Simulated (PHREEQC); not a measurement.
Solution (25 °C): 0.16 mol/kgw NiSO4, 0.00049 mol/kgw NiCl2, 4.3e-05 mol/kgw NaH2PO4 and 0.0012 mol/kgw NaCl. Closed to the air; pH follows from the charge balance.

The numbers come from PHREEQC with the ion-association model, wateq4f.dat.

```json
[
 {"quantity": "pH", "before": "5.78", "after": "5.77"},
 {"quantity": "ionic strength (mol/kgw)", "before": "0.320", "after": "0.00271"},
 {"quantity": "Ni+2 (mol/kgw)", "before": "0.0797", "after": "0.000488"},
 {"quantity": "Cl- (mol/kgw)", "before": "0.00207", "after": "0.00218"},
 {"quantity": "Na+ (mol/kgw)", "before": "0.00113", "after": "0.00124"},
 {"quantity": "NiCl+ (mol/kgw)", "before": "0.000110", "after": "2.12e-6"},
 {"quantity": "SI of Halite (NaCl)", "before": "-7.52", "after": "-7.20"}
]
```

Q: Which change was made?
A. diluted 100-fold with water
B. NiSO4 left out
C. NaH2PO4 replaced by Na2SiF6 at the same molality
D. temperature from 25 to 65 °C

A: B, NiSO4 left out

Precipitation was switched off in this run. Some of these states are supersaturated (in Ni3(PO4)2, for instance). H3PO4, which wateq4f.dat lacks, is added to it with the constant of phreeqc.dat. The database has no phosphate complexes of Ni.
